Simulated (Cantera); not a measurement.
# Equilibrium for carbon deposition, reforming and gasification: n-butane + CO₂ + H₂ + H₂O

Input: 1 mol n-butane, 1.6 mol CO₂, 1.4 mol H₂, 0.61 mol H₂O, at 0.000520 bar.

These are equilibrium values from Cantera (NASA tables, ideal gas, pure condensed phases), not measurements of a reactor. Candidate condensed phases: C, C₆H₆, C₇H₈, C₈H₁₈, H₂O; 131 gas species. Ions and electrons are included (thermal ionisation). Kinetics and transport are ignored.

| T (K) | x H | x CO | x C | x O | x C₃ | x H₂ | x C₂ |
|---|---|---|---|---|---|---|---|
| 3000 | 0.730 | 0.205 | 0.0300 | 2.96e-8 | 0.0176 | 0.0111 | 0.00579 |
| 3250 | 0.720 | 0.197 | 0.0712 | 3.55e-7 | 0.00376 | 0.00262 | 0.00493 |
| 3500 | 0.715 | 0.195 | 0.0879 | 5.17e-6 | 0.000204 | 0.000762 | 0.00149 |
| 3750 | 0.714 | 0.194 | 0.0905 | 6.22e-5 | 1.03e-5 | 0.000264 | 0.000389 |
| 4000 | 0.714 | 0.194 | 0.0915 | 0.000557 | 7.24e-7 | 0.000104 | 0.000116 |
| 4250 | 0.712 | 0.190 | 0.0945 | 0.00372 | 7.40e-8 | 4.57e-5 | 4.19e-5 |
| 4500 | 0.702 | 0.174 | 0.107 | 0.0171 | 1.28e-8 | 2.14e-5 | 2.03e-5 |
| 4750 | 0.679 | 0.135 | 0.136 | 0.0495 | 4.01e-9 | 1.04e-5 | 1.39e-5 |
| 5000 | 0.647 | 0.0817 | 0.176 | 0.0940 | 1.58e-9 | 5.26e-6 | 1.07e-5 |
x: gas mole fraction; nothing condenses.

From 3000 K to 5000 K nothing is condensed. The main C-bearing gas is CO at 3000 K and C at 5000 K.
